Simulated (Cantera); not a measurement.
Source: NASA polynomial tables (part measured, part estimated), evaluated in Cantera. Values are per mole of reaction as written; species without (g) are pure solids or liquids, kept so even where they would boil at 1 bar.

Between 498 and 568 K, where is each reaction favourable under standard conditions?
- AlCl3 → Al + 3 Cl(g)
- 3 Cl(g) + Al → AlCl3(g)


- AlCl3 → Al + 3 Cl(g): ΔG° is 866 kJ at 498 K and 843 kJ at 568 K; it stays positive (K < 1). ΔH° is 1030 kJ and ΔS° 330 J/K at 568 K.
- 3 Cl(g) + Al → AlCl3(g): ΔG° is -843 kJ at 498 K and -828 kJ at 568 K; it stays negative (K > 1). ΔH° is -953 kJ and ΔS° -220 J/K at 568 K.
